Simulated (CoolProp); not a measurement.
Model: reference Helmholtz-energy equation of state, Fiedler 2023, in CoolProp.

### Question
Give the vapour pressure (MPa), enthalpy of vaporisation (kJ/kg), liquid cp (kJ/(kg K)) of saturated tetrahydrofuran at 120.85, 173.95, 205.75 °C.

### Answer
```csv
T (°C),p (MPa),enthalpy of vaporisation (kJ/kg),liquid cp (kJ/(kg K))
120.85,0.454,372,2.13
173.95,1.32,316,2.43
205.75,2.22,270,2.71
```
